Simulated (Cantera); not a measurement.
Cantera run, input and output.

```python
import numpy as np
import cantera as ct

gas = ct.Solution("gri30.yaml")
gas.TPX = 1400, 500000, {'H2': 1, 'O2': 0.926, 'N2': 3.48, 'NO': 0.016}
reactor = ct.IdealGasReactor(gas, energy="on", clone=False)
net = ct.ReactorNet([reactor])
net.rtol, net.atol = 1e-08, 1e-16
show = ['H2', 'O2', 'NO', 'H2O2', 'OH']
times = np.geomspace(9e-06, 0.5, 14)

steps = ct.SolutionArray(gas, extra=["t"])
rows = []
print(f"{'t/s':>10s}{'T/K':>9s}{'P/Pa':>11s}" + "".join(f"{s:>11s}" for s in show))
for t in times:
    while net.time < t:
        t_next = net.step()
        steps.append(gas.state, t=t_next)
    rows.append([np.interp(t, steps.t, y) for y in (steps.T, steps.P, *steps(*show).X.T)])
    print(f"{t:10.3e}{rows[-1][0]:9.1f}{rows[-1][1]:11.4g}" + "".join(f"{x:11.3e}" for x in rows[-1][2:]))
rate = np.gradient(steps.T, steps.t)
print("integrator steps:", len(steps.t))
if steps.T.max() > steps.T[0] + 200:
    print(f"time of steepest temperature rise: {steps.t[rate.argmax()]:.4e} s")
gas.TPX = 1400, 500000, {'H2': 1, 'O2': 0.926, 'N2': 3.48, 'NO': 0.016}
gas.equilibrate("UV")
print(f"equilibrium (UV): T = {gas.T:.1f} K  " + "  ".join(f"{s} {gas[s].X[0]:.3e}" for s in show))
```

Result:

```
       t/s      T/K       P/Pa         H2         O2         NO       H2O2         OH
 9.000e-06   2769.4  9.095e+05  5.451e-03  8.030e-02  3.418e-03  1.760e-06  2.154e-02
 2.086e-05   2793.2  9.159e+05  4.613e-03  8.041e-02  3.899e-03  1.972e-06  2.024e-02
 4.833e-05   2791.4  9.152e+05  4.598e-03  7.993e-02  4.949e-03  1.960e-06  2.013e-02
 1.120e-04   2787.7  9.138e+05  4.568e-03  7.893e-02  7.144e-03  1.936e-06  1.990e-02
 2.595e-04   2780.9  9.114e+05  4.513e-03  7.713e-02  1.110e-02  1.892e-06  1.948e-02
 6.014e-04   2772.2  9.082e+05  4.445e-03  7.484e-02  1.610e-02  1.837e-06  1.895e-02
 1.394e-03   2767.0  9.063e+05  4.405e-03  7.348e-02  1.907e-02  1.804e-06  1.864e-02
 3.229e-03   2766.3  9.061e+05  4.399e-03  7.330e-02  1.948e-02  1.800e-06  1.859e-02
 7.483e-03   2766.3  9.061e+05  4.399e-03  7.329e-02  1.948e-02  1.800e-06  1.859e-02
 1.734e-02   2766.3  9.061e+05  4.399e-03  7.329e-02  1.948e-02  1.800e-06  1.859e-02
 4.018e-02   2766.3  9.061e+05  4.399e-03  7.329e-02  1.948e-02  1.800e-06  1.859e-02
 9.311e-02   2766.3  9.061e+05  4.399e-03  7.329e-02  1.948e-02  1.800e-06  1.859e-02
 2.158e-01   2766.3  9.061e+05  4.399e-03  7.329e-02  1.948e-02  1.800e-06  1.859e-02
 5.000e-01   2766.3  9.061e+05  4.399e-03  7.329e-02  1.948e-02  1.800e-06  1.859e-02
integrator steps: 1164
time of steepest temperature rise: 4.1221e-06 s
equilibrium (UV): T = 2766.3 K  H2 4.399e-03  O2 7.329e-02  NO 1.948e-02  H2O2 1.800e-06  OH 1.859e-02
```

Model: GRI-Mech 3.0 (53 species, 325 reactions), integrated in Cantera. The hydrogen kinetics of GRI-Mech 3.0 are dated; newer H2 mechanisms differ, most at raised pressure.
